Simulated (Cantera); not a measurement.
A perfectly stirred reactor is fed with NO : N₂ = 1 : 0.3 (molar parts), at 1.28 atm; it is held at 1998 K, and followed from long to short residence time.

Detailed kinetics in Cantera: GRI-Mech 3.0 (53 species, 325 reactions).

x: mole fraction; the columns are a selection and need not sum to one.

```json
[
 {"τ (s)": "9.4", "x NO": "0.0741", "x N₂": "0.578", "x O₂": "0.347", "x O": "0.000343", "x NO₂": "0.000188", "x N₂O": "2.77e-6"},
 {"τ (s)": "3.2", "x NO": "0.143", "x N₂": "0.544", "x O₂": "0.313", "x O": "0.000327", "x NO₂": "0.000344", "x N₂O": "9.17e-6"},
 {"τ (s)": "1.1", "x NO": "0.263", "x N₂": "0.484", "x O₂": "0.253", "x O": "0.000296", "x NO₂": "0.000570", "x N₂O": "3.03e-5"},
 {"τ (s)": "0.38", "x NO": "___", "x N₂": "___", "x O₂": "___", "x O": "___", "x NO₂": "0.000766", "x N₂O": "___"},
 {"τ (s)": "0.13", "x NO": "0.586", "x N₂": "0.322", "x O₂": "0.0906", "x O": "0.000187", "x NO₂": "0.000787", "x N₂O": "0.000156"},
 {"τ (s)": "0.044", "x NO": "0.692", "x N₂": "0.269", "x O₂": "0.0378", "x O": "0.000133", "x NO₂": "0.000646", "x N₂O": "0.000221"},
 {"τ (s)": "0.015", "x NO": "0.741", "x N₂": "0.245", "x O₂": "0.0137", "x O": "9.80e-5", "x NO₂": "0.000496", "x N₂O": "0.000254"},
 {"τ (s)": "0.0051", "x NO": "0.759", "x N₂": "0.235", "x O₂": "0.00453", "x O": "7.94e-5", "x NO₂": "0.000403", "x N₂O": "0.000258"},
 {"τ (s)": "0.0018", "x NO": "0.766", "x N₂": "0.232", "x O₂": "___", "x O": "___", "x NO₂": "___", "x N₂O": "0.000238"},
 {"τ (s)": "0.00060", "x NO": "0.768", "x N₂": "0.231", "x O₂": "0.000320", "x O": "5.44e-5", "x NO₂": "0.000264", "x N₂O": "0.000185"},
 {"τ (s)": "0.00021", "x NO": "0.769", "x N₂": "0.231", "x O₂": "4.62e-5", "x O": "3.45e-5", "x NO₂": "0.000151", "x N₂O": "0.000112"}
]
```

**Question.** Fill in the missing entries.

**Answer.** 
- 0.38, x NO: 0.426
- 0.38, x N₂: 0.402
- 0.38, x O₂: 0.171
- 0.38, x O: 0.000247
- 0.38, x N₂O: 8.06e-5
- 0.0018, x O₂: 0.00141
- 0.0018, x O: 6.82e-5
- 0.0018, x NO₂: 0.000342
